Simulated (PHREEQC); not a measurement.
## Phosphoric acid bath: speciation

Consider water at 25 °C with 0.12 mol/kgw H3PO4, 0.0023 mol/kgw HF and 0.0016 mol/kgw H3AsO4. Closed to the air; pH follows from the charge balance.

All values are PHREEQC results (ion-association model, wateq4f.dat), not measurements.

Each row changes one thing in this solution. This is a speciation only: nothing precipitates in the calculation.

| case | pH | ionic strength (mol/kgw) | HF (mol/kgw) | F- (mol/kgw) | H2F2 (mol/kgw) | HF2- (mol/kgw) |
|---|---|---|---|---|---|---|
| as made | 1.59 | 0.0290 | 0.00220 | 6.88e-5 | 1.27e-5 | 5.86e-7 |
| H3PO4 left out | 2.75 | 0.00185 | 0.00163 | 0.000646 | 6.94e-6 | 4.05e-6 |
| HF from 0.0023 to 0.00115 mol/kgw | 1.59 | 0.0290 | 0.00111 | 3.46e-5 | 3.22e-6 | 1.48e-7 |
| temperature from 25 to 15 °C | 1.57 | 0.0306 | 0.00219 | 7.73e-5 | 1.78e-5 | 5.96e-7 |
| H3AsO4 left out | 1.60 | 0.0289 | 0.00220 | 6.92e-5 | 1.27e-5 | 5.89e-7 |
| temperature from 25 to 45 °C | 1.64 | 0.0263 | 0.00223 | 5.28e-5 | 6.19e-6 | 5.08e-7 |
| HF from 0.0023 to 0.0115 mol/kgw | 1.59 | 0.0292 | 0.0106 | 0.000328 | 0.000293 | 1.34e-5 |
| HF from 0.0023 to 0.00345 mol/kgw | 1.59 | 0.0290 | 0.00329 | 0.000103 | 2.84e-5 | 1.30e-6 |
| H3AsO4 from 0.0016 to 0.0032 mol/kgw | 1.59 | 0.0292 | 0.00220 | 6.85e-5 | 1.27e-5 | 5.83e-7 |

Complexes and solids missing from the database can't appear. H3PO4, which wateq4f.dat lacks, is added to it with the constant of phreeqc.dat. Constants without temperature data keep their 25 °C values here.
